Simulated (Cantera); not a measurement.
## Adiabatic ignition

An adiabatic, constant-pressure homogeneous reactor starts with 18.6 % CH4, 2.23 % H2, 16.6 % O2, 62.6 % N2, at 1500 K and 1050 Torr.

Model: GRI-Mech 3.0 (53 species, 325 reactions), integrated in Cantera.

| t (s) | T (K) | x CH4 | x H2 | x O2 | x CH2O | x OH | x CO2 |
|---|---|---|---|---|---|---|---|
| 2.00e-6 | 1500 | 0.186 | 0.0223 | 0.166 | 5.53e-9 | 6.73e-9 | <1e-12 |
| 4.60e-6 | 1500 | 0.186 | 0.0223 | 0.166 | 3.25e-8 | 1.06e-8 | 2.45e-12 |
| 1.06e-5 | 1500 | 0.186 | 0.0223 | 0.166 | 1.98e-7 | 2.18e-8 | 2.84e-11 |
| 2.43e-5 | 1500 | 0.186 | 0.0223 | 0.166 | 1.36e-6 | 5.53e-8 | 4.55e-10 |
| 5.58e-5 | 1500 | 0.186 | 0.0223 | 0.166 | 1.13e-5 | 1.69e-7 | 1.08e-8 |
| 0.000128 | 1501 | 0.185 | 0.0223 | 0.166 | 0.000101 | 5.76e-7 | 3.42e-7 |
| 0.000295 | 1508 | 0.183 | 0.0223 | 0.165 | 0.000634 | 1.46e-6 | 5.42e-6 |
| 0.000678 | 1596 | 0.161 | 0.0290 | 0.149 | 0.00340 | 1.35e-5 | 0.000168 |
| 0.00156 | 2392 | 0.000133 | 0.213 | 1.60e-6 | 7.25e-7 | 0.000474 | 0.0123 |
| 0.00358 | 2386 | 4.28e-10 | 0.214 | 2.04e-6 | 1.70e-8 | 0.000532 | 0.0122 |
| 0.00823 | 2386 | 1.41e-10 | 0.214 | 2.09e-6 | 1.69e-8 | 0.000537 | 0.0123 |
| 0.0189 | 2387 | 1.31e-10 | 0.214 | 2.10e-6 | 1.69e-8 | 0.000539 | 0.0123 |
| 0.0435 | 2387 | 1.29e-10 | 0.214 | 2.10e-6 | 1.69e-8 | 0.000540 | 0.0123 |
| 0.100 | 2387 | 1.28e-10 | 0.214 | 2.11e-6 | 1.69e-8 | 0.000540 | 0.0123 |
x: mole fraction; the columns are a selection and need not sum to one.

| Item | Result |
|---|---|
| time of steepest temperature rise | 0.808 ms |
| temperature at 0.100 s | 2387 K |
| equilibrium temperature | 2387 K |
| x(CH4) at 0.100 s | 1.28e-10 (gas-phase equilibrium 1.45e-10) |
| x(H2) at 0.100 s | 0.214 (gas-phase equilibrium 0.214) |
| x(O2) at 0.100 s | 2.11e-6 (gas-phase equilibrium 2.11e-6) |
